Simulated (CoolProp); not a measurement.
Vapour-liquid equilibrium of ethylene (1) + ethane (2) at 150.8 K; x and y are mole fractions of (1).

Model: multi-fluid Helmholtz-energy mixture model, Smukala 2000 and Bücker 2006; pair parameters Bell 2016, in CoolProp.

Q: Give the bubble pressure and the first vapour's composition at x = 0.55, 0.85, 0.95. Is there an azeotrope?

A: x = 0.55: 0.2117 bar, y = 0.763; x = 0.85: 0.2641 bar, y = 0.935; x = 0.95: 0.2821 bar, y = 0.980. No azeotrope shows between x = 0.05 and 0.95.

Pair parameters are fitted to limited data, so mixtures are less certain than the pure fluids.
